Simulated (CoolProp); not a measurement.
Saturation properties of dimethyl carbonate (Tc = 557.0 K, pc = 49.09 bar, ω = 0.346).

Model: reference Helmholtz-energy equation of state, Zhou 2011, in CoolProp.

```json
[
 {"T (K)": "410.4", "p (bar)": "3.724", "vapour density (kg/m³)": "10.63", "enthalpy of vaporisation (kJ/kg)": "340.5", "liquid cp (kJ/(kg K))": "2.092", "surface tension (mN/m)": "12.9"},
 {"T (K)": "419.5", "p (bar)": "4.607", "vapour density (kg/m³)": "13.03", "enthalpy of vaporisation (kJ/kg)": "333.0", "liquid cp (kJ/(kg K))": "2.121", "surface tension (mN/m)": "11.8"},
 {"T (K)": "428.7", "p (bar)": "5.653", "vapour density (kg/m³)": "15.89", "enthalpy of vaporisation (kJ/kg)": "325.1", "liquid cp (kJ/(kg K))": "2.152", "surface tension (mN/m)": "10.7"},
 {"T (K)": "437.8", "p (bar)": "6.856", "vapour density (kg/m³)": "19.20", "enthalpy of vaporisation (kJ/kg)": "316.9", "liquid cp (kJ/(kg K))": "2.185", "surface tension (mN/m)": "9.68"},
 {"T (K)": "447", "p (bar)": "8.262", "vapour density (kg/m³)": "23.09", "enthalpy of vaporisation (kJ/kg)": "308.2", "liquid cp (kJ/(kg K))": "2.222", "surface tension (mN/m)": "8.65"},
 {"T (K)": "456.1", "p (bar)": "9.857", "vapour density (kg/m³)": "27.59", "enthalpy of vaporisation (kJ/kg)": "299.2", "liquid cp (kJ/(kg K))": "2.261", "surface tension (mN/m)": "7.68"},
 {"T (K)": "465.3", "p (bar)": "11.70", "vapour density (kg/m³)": "32.87", "enthalpy of vaporisation (kJ/kg)": "289.5", "liquid cp (kJ/(kg K))": "2.306", "surface tension (mN/m)": "6.72"},
 {"T (K)": "474.4", "p (bar)": "13.76", "vapour density (kg/m³)": "38.98", "enthalpy of vaporisation (kJ/kg)": "279.2", "liquid cp (kJ/(kg K))": "2.357", "surface tension (mN/m)": "5.81"}
]
```

It boils at 363.3 K under 1 atm.

Surface tension comes from a separate correlation (Mulero 2014).
